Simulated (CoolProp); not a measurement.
A closed Brayton cycle with carbon dioxide: compressor inlet 310.15 K and 7.8 MPa, high pressure 23.4 MPa, turbine inlet 770 K, compressor efficiency 0.85, turbine efficiency 0.85, recuperator effectiveness 0.8 (on enthalpy, no pinch check). Each further row changes one setting.

Computed with CoolProp (reference Helmholtz-energy equation of state, Span 1996).

```tsv
case	thermal efficiency (%)	net work (kJ/kg)	compressor to turbine work	compressor exit (K)	turbine exit (K)
as stated	28.0	79.6	0.36	386.7	651.2
turbine inlet 720 K	26.5	70.0	(withheld)	386.7	(withheld)
compressor inlet 320.15 K	26.3	68.2	0.45	411.7	651.2
high pressure 19.9 MPa	26.5	71.1	0.34	375.1	668.3
recuperator effectiveness 0.5	(withheld)	79.6	0.36	386.7	651.2
```

Task: Complete the blanks.

Result: 
- turbine inlet 720 K, compressor to turbine work: 0.39
- turbine inlet 720 K, turbine exit (K): 605.3
- recuperator effectiveness 0.5, thermal efficiency (%): 21.2
